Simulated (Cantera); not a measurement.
Cantera run:

```python
import numpy as np
import cantera as ct

gas_names = """
    B BH BH2 BH3 BO BO2 B2 B2O B2O2 B2O3 B3O3H3 H HBO HBO2 HO2 H2 H2O H2O2 H3B3O6 O OH O2 O3
""".split()
cond_names = """
    B(b) B(L) B2O3(L) B3O3H3(cr) H2O(s) H2O(L)
""".split()


def load(file, names, dense=False):
    # The tables refer to 1 bar. Condensed volumes are neglected.
    table = {s.name: s for s in ct.Species.list_from_file(file)}
    out = []
    for n in names:
        d = dict(table[n].input_data)
        d["thermo"] = dict(d["thermo"], **{"reference-pressure": 1e5})
        if dense:
            d["equation-of-state"] = {"model": "constant-volume", "density": "1e6 g/cm^3"}
        out.append(ct.Species.from_dict(d))
    return out


gas = ct.Solution(thermo="ideal-gas", species=load("nasa_gas.yaml", gas_names))
cond = {s.name: ct.Solution(thermo="fixed-stoichiometry", species=[s], name=s.name)
        for s in load("nasa_condensed.yaml", cond_names, dense=True)}
atoms = {
    'B2H6': {'B': 2, 'H': 6},
    'O2': {'O': 2},
}
top_T = {}  # K; cautious upper limits of use, not melting points


def equilibrate(T, P, feed):
    n = {}
    for name, mol in feed.items():
        for a, k in atoms[name].items():
            n[a] = n.get(a, 0.0) + k * mol
    gas.TPX = T, P, n
    mass = sum(n.values()) * gas.mean_molecular_weight
    gas.equilibrate("TP")
    valid = [c for c in cond.values() if c.min_temp <= T <= top_T.get(c.name, c.max_temp)]
    mix = ct.Mixture([(gas, mass / gas.mean_molecular_weight)] + [(c, 0.0) for c in valid])
    mix.T, mix.P = T, P
    mix.equilibrate("TP", solver="vcs", rtol=1e-11, max_steps=5000)
    return mix


results = []
feed = {'B2H6': 1, 'O2': 1.4}  # mol
T = 2073  # K
P = 370  # Pa
mix = equilibrate(T, P, feed)
results.append((T, P, feed, dict(zip(mix.species_names, mix.species_moles))))
print(gas.report(threshold=1e-05))
for i in range(1, mix.n_phases):
    print(f"{mix.phase(i).name:16s} {mix.phase_moles(i):12.5e} mol")
```

It prints:

```
       temperature   2073 K
          pressure   370 Pa
           density   0.00037166 kg/m^3
  mean mol. weight   17.313 kg/kmol
   phase of matter   gas

                          1 kg             1 kmol
                     ---------------   ---------------
          enthalpy       -4.5363e+06        -7.854e+07  J
   internal energy       -5.5319e+06       -9.5775e+07  J
           entropy             17651         3.056e+05  J/K
    Gibbs function       -4.1127e+07       -7.1206e+08  J
 heat capacity c_p              2793             48356  J/K
 heat capacity c_v            2312.8             40042  J/K

                      mass frac. Y      mole frac. X     chem. pot. / RT
                     ---------------   ---------------   ---------------
                BO          0.083445          0.053889           -37.109
               BO2         0.0011878         0.0004804           -64.249
              B2O2          0.064118          0.020704           -74.218
              B2O3            0.4928           0.12256           -101.36
                 H         0.0019937          0.034243           -12.831
               HBO           0.11695          0.072791            -49.94
              HBO2           0.16236          0.064153           -77.079
                H2          0.073036           0.62723           -25.661
               H2O         0.0040801         0.0039212           -52.801
                OH        2.3918e-05        2.4349e-05            -39.97
     [  +13 minor]        4.1186e-06        2.9404e-06

B(b)              0.00000e+00 mol
B2O3(L)           0.00000e+00 mol
```

These are equilibrium values from Cantera (NASA tables, ideal gas, pure condensed phases), not measurements of a reactor. The feed counts by its element totals alone.
